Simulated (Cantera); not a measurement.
C6H6 + H2 (carbon deposition, reforming and gasification)

A closed system holds: 1 mol C6H6, 15 mol H2, equilibrated at 0.133 bar.

Cantera equilibrium calculation (NASA polynomials, part measured and part estimated; ideal gas, pure solids and liquids). Candidate condensed phases: C, C6H6, C7H8, C8H18; 76 gas species. The numbers say what is thermodynamically allowed, not how fast it happens.

```
T (K)  log p H2  log p H  log p CH4  log p C2H2 (acetylene)  log p CH3  log p C2H4  log p C4H2  n C(graphite)
-----  --------  -------  ---------  ----------------------  ---------  ----------  ----------  -------------
1298      -0.88    -6.41      -3.85                   -7.13      -8.09       -7.53        <-12           5.98
1398      -0.88    -5.76      -4.11                   -6.49      -7.70       -7.43      -12.52           5.99
1498      -0.88    -5.20      -4.34                   -5.93      -7.36       -7.34      -11.40           5.99
1598      -0.88    -4.71      -4.53                   -5.44      -7.06       -7.27      -10.43           6.00
1698      -0.88    -4.28      -4.71                   -5.02      -6.80       -7.20       -9.57           5.99
1798      -0.88    -3.89      -4.86                   -4.64      -6.57       -7.14       -8.81           5.99
1898      -0.88    -3.55      -5.00                   -4.30      -6.37       -7.09       -8.12           5.99
1998      -0.88    -3.23      -5.12                   -4.00      -6.18       -7.04       -7.51           5.97
```
log p: log10 of the partial pressure in bar; n: condensed amount in mol.

From 1298 K to 1998 K the condensed part is C(graphite). The main C-bearing gas is CH4 at 1298 K and C2H2 (acetylene) at 1998 K.
